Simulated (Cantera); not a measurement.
Feed: 1 mol Ta₂O₅, 3.5 mol CH₄, 0.024 mol CO, equilibrated at 1527 °C and 10.0 Torr.

Equilibrium computed with Cantera from the NASA thermochemical tables; the gas is ideal and each condensed phase is pure. Candidate condensed phases: C, C₆H₆, C₇H₈, C₈H₁₈, H₂O, Ta, TaC, Ta₂O₅; 113 gas species. Mutual solubility and eutectic melting of coexisting phases are not modelled. TaC: taken at fixed stoichiometry. Condensed phases not in the tables: Ta₂C. Kinetics and transport are ignored.

Base state: H₂ 0.732, CO 0.264, H 0.00265, H₂O 0.00114, CO₂ 0.000107 (mole fractions); condensed: TaC(s) + Ta₂O₅(s).

What changes in the equilibrium state with this change: pressure from 10.0 Torr to 1 atm?


```tsv
species	before	after
H₂	0.732	0.732
CO	0.264	0.264
H₂O	0.00114	0.00391
H	0.00265	0.000304
CO₂	0.000107	0.000369
TaC(s), mol	1.00	1.01
Ta₂O₅(s), mol	0.498	0.494
```
